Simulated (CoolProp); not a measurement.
A single-stage vapour-compression cycle with R245fa: evaporating at 326.15 K (dew point), condensing at 374.15 K (bubble point), superheat 8 K, subcooling 2 K, compressor efficiency 0.9, no pressure losses. Each further row changes one setting.

The numbers come from the reference Helmholtz-energy equation of state, Akasaka 2015 in CoolProp.

```tsv
case	cooling COP	pressure ratio	discharge temperature (K)	refrigerating effect (kJ/kg)	volumetric capacity (kJ/m³)
as stated	___	3.43	375.3	114	2290
evaporating temperature 331.15 K	5.31	2.96	375.9	118	2730
condensing temperature 369.15 K	5.31	___	370.9	122	2450
subcooling 7 K	4.85	3.43	375.3	122	2450
superheat 18 K	4.70	3.43	384.4	124	___
compressor efficiency 0.8	___	3.43	377.8	114	2290
```

Problem. Some entries are withheld; supply them.

Solution. 
- as stated, cooling COP: 4.54
- condensing temperature 369.15 K, pressure ratio: 3.07
- superheat 18 K, volumetric capacity (kJ/m³): 2390
- compressor efficiency 0.8, cooling COP: 4.04
